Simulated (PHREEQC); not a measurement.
Synthetic water in mg/kgw, 25 °C, pH 7.13, pe -1.9:

```json
[
 {"constituent": "Na", "mg/kgw": "99"},
 {"constituent": "K", "mg/kgw": "0.394"},
 {"constituent": "Ca", "mg/kgw": "37.1"},
 {"constituent": "Mg", "mg/kgw": "11"},
 {"constituent": "Cl", "mg/kgw": "54.9"},
 {"constituent": "S(6) as SO4", "mg/kgw": "26.9"},
 {"constituent": "Alkalinity as HCO3", "mg/kgw": "301"},
 {"constituent": "Mn(2)", "mg/kgw": "0.075"},
 {"constituent": "N(-3) as NH4", "mg/kgw": "0.0412"},
 {"constituent": "Si as SiO2", "mg/kgw": "0.0809"},
 {"constituent": "Br", "mg/kgw": "0.3"},
 {"constituent": "Fe(2)", "mg/kgw": "0.783"},
 {"constituent": "Sr", "mg/kgw": "0.158"}
]
```

Valence states are taken as typed.

Model: ion-association model, wateq4f.dat, run in PHREEQC.

This is a speciation only: nothing precipitates in the calculation.

### Question
Order these Mg species by the share of Mg that they hold, largest first: MgHCO3+, Mg+2, MgCO3, MgSO4.

### Answer
Mg+2 (94 %), MgHCO3+ (3.7 %), MgSO4 (2.5 %), MgCO3 (0.17 %)

### Question
Order these S species by the share of S that they hold, largest first: SO4-2, NaSO4-, CaSO4, MgSO4.

### Answer
SO4-2 (87 %), CaSO4 (7.1 %), MgSO4 (4.1 %), NaSO4- (1.3 %)

The pH is 7.13 and the ionic strength 0.00848 mol/kgw. Examples of supersaturated solids here: Siderite. Others may be too.
